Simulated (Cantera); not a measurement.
Cantera run:

```python
import numpy as np
import cantera as ct

gas_names = """
    F F2 N NF NF2 NF3 N2 Si SiF SiF2 SiF3 SiF4 SiN Si2 Si2N Si3
""".split()
cond_names = """
    Si(cr) Si(L) Si3N4(a)
""".split()


# ... load() reads the species with a 1 bar reference pressure and builds the phases ...
atoms = {
    'Si': {'Si': 1},
    'F2': {'F': 2},
    'N2': {'N': 2},
}
top_T = {'Si3N4(a)': 2400}  # K; cautious upper limits of use, not melting points


# ... equilibrate(T, P, feed) seeds the gas with the atoms and calls Mixture.equilibrate('TP', solver="vcs", rtol=1e-11, max_steps=5000) ...
results = []
feed = {'Si': 1, 'F2': 6.9, 'N2': 0.69}  # mol
P = 13332.2  # Pa
for T in [473, 623, 773, 923, 1073, 1223, 1373, 1523, 1673]:
    mix = equilibrate(T, P, feed)
    results.append((T, P, feed, dict(zip(mix.species_names, mix.species_moles))))

top = {s: max(r[3][s] / sum(r[3][g] for g in gas_names) for r in results) for s in gas_names}
cols = sorted((s for s in top if top[s] > 1e-05), key=lambda s: -top[s])[:6]
seen = [c for c in cond_names if any(r[3].get(c, 0) > 1e-12 for r in results)]
print("log10 of partial pressures in bar; condensed amounts in mol")
print(f"{'T/K':>10s}" + "".join(f"{s[:9]:>10s}" for s in cols + seen))
for T, P, feed, n in results:
    ng = sum(n[g] for g in gas_names)
    print(f"{T:10.4g}" + "".join(f"{np.log10(max(n[s] / ng * P / 1e5, 1e-99)):10.3f}" for s in cols)
          + "".join(f"{n.get(c, 0):10.4g}" for c in seen))
```

Result:

```
log10 of partial pressures in bar; condensed amounts in mol
       T/K         F        F2       NF3      SiF4        N2
       473    -6.310    -1.140    -1.452    -1.592   -13.987
       623    -4.162    -1.140    -1.452    -1.592    -6.966
       773    -2.832    -1.130    -1.504    -1.604    -2.827
       923    -1.902    -1.070    -2.396    -1.701    -1.931
      1073    -1.332    -1.234    -3.669    -1.776    -1.942
      1223    -1.052    -1.662    -5.119    -1.870    -2.031
      1373    -0.968    -2.271    -6.647    -1.918    -2.079
      1523    -0.950    -2.860    -8.006    -1.931    -2.092
      1673    -0.946    -3.366    -9.148    -1.934    -2.095
```

Method: chemical equilibrium by Gibbs-energy minimisation in Cantera with the NASA 1993 tables (ideal gas, pure condensed phases).
